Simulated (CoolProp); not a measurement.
Properties of tetradecamethylhexasiloxane (MD4M) along the isobar 101 kPa (Tc = 653.2 K, pc = 828.6 kPa, ω = 0.800).

Values from CoolProp's reference Helmholtz-energy equation of state, Thol 2019.

```tsv
T (K)	phase	cp (kJ/(kg K))	cv (kJ/(kg K))	speed of sound (m/s)	expansivity (1/kK)
496.7	liquid	2.127	1.886	427.7	1.730
504.9	liquid	2.144	1.902	408.3	1.797
513.1	liquid	2.160	1.918	389.0	1.872
521.4	liquid	2.177	1.934	369.3	1.959
529.6	liquid	2.194	1.950	349.8	2.058
537.8	gas	1.958	1.922	87.45	2.970
546	gas	1.972	1.938	88.94	2.834
554.2	gas	1.986	1.953	90.35	2.714
562.5	gas	2.000	1.968	91.71	2.605
570.7	gas	2.014	1.983	93.01	2.507
578.9	gas	2.028	1.998	94.25	2.419
587.1	gas	2.042	2.013	95.45	2.339
595.3	gas	2.056	2.028	96.61	2.265
603.6	gas	2.070	2.043	97.74	2.196
611.8	gas	2.084	2.057	98.83	2.134
620	gas	2.098	2.071	99.89	2.076
```
